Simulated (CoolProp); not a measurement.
CH3F (R41) along the isobar 6.21 MPa: density (kg/m³) from the reference equation and from simpler models built on Tc = 317.3 K, pc = 5.906 MPa, ω = 0.200; each cubic takes its own stable root.

Computed with CoolProp (reference Helmholtz-energy equation of state, Lemmon 2006). It is a short technical equation, of lower accuracy than the large ones.

```json
[
 {"T (K)": "172.1", "phase": "liquid", "reference": "933.2", "Redlich-Kwong": "727.7", "Soave-Redlich-Kwong": "738.9"},
 {"T (K)": "181.6", "phase": "liquid", "reference": "915.1", "Redlich-Kwong": "713.5", "Soave-Redlich-Kwong": "726.0"},
 {"T (K)": "191.1", "phase": "liquid", "reference": "896.6", "Redlich-Kwong": "698.6", "Soave-Redlich-Kwong": "712.3"},
 {"T (K)": "200.7", "phase": "liquid", "reference": "877.4", "Redlich-Kwong": "682.8", "Soave-Redlich-Kwong": "697.5"},
 {"T (K)": "210.2", "phase": "liquid", "reference": "857.7", "Redlich-Kwong": "666.3", "Soave-Redlich-Kwong": "682.0"},
 {"T (K)": "219.8", "phase": "liquid", "reference": "837.2", "Redlich-Kwong": "648.7", "Soave-Redlich-Kwong": "665.2"},
 {"T (K)": "229.3", "phase": "liquid", "reference": "815.9", "Redlich-Kwong": "630.2", "Soave-Redlich-Kwong": "647.4"},
 {"T (K)": "238.9", "phase": "liquid", "reference": "793.5", "Redlich-Kwong": "610.3", "Soave-Redlich-Kwong": "628.1"},
 {"T (K)": "248.4", "phase": "liquid", "reference": "770.0", "Redlich-Kwong": "589.3", "Soave-Redlich-Kwong": "607.3"},
 {"T (K)": "258", "phase": "liquid", "reference": "744.6", "Redlich-Kwong": "566.5", "Soave-Redlich-Kwong": "584.4"},
 {"T (K)": "267.5", "phase": "liquid", "reference": "717.5", "Redlich-Kwong": "541.9", "Soave-Redlich-Kwong": "559.4"},
 {"T (K)": "277.1", "phase": "liquid", "reference": "687.5", "Redlich-Kwong": "514.4", "Soave-Redlich-Kwong": "531.2"},
 {"T (K)": "286.6", "phase": "liquid", "reference": "654.1", "Redlich-Kwong": "483.8", "Soave-Redlich-Kwong": "499.3"},
 {"T (K)": "296.2", "phase": "liquid", "reference": "614.4", "Redlich-Kwong": "447.7", "Soave-Redlich-Kwong": "461.1"},
 {"T (K)": "305.7", "phase": "liquid", "reference": "564.5", "Redlich-Kwong": "402.9", "Soave-Redlich-Kwong": "413.1"}
]
```
